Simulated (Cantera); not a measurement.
Mixture: H₂ : O₂ : N₂ : H₂O = 1 : 0.278 : 1.04 : 0.45 (molar parts), equivalence ratio 1.8, at 1.00 bar, adiabatic and at constant pressure. Ignition delay is the time to a rise of 400 K.

Computed with Cantera and the H2/O2 subset of GRI-Mech 3.0, which has no nitrogen chemistry. Where the delays flatten at high temperature, the 400 K rule measures the pace of heat release, not the induction time.

Problem. Predict: delay at 1150 K; delay at 1350 K; delay at 1550 K; delay at 1750 K; delay at 1950 K.

Solution. 
| Quantity | Value |
|---|---|
| delay at 1150 K | 0.111 ms |
| delay at 1350 K | 34.0 µs |
| delay at 1550 K | 21.6 µs |
| delay at 1750 K | 19.8 µs |
| delay at 1950 K | 22.5 µs |
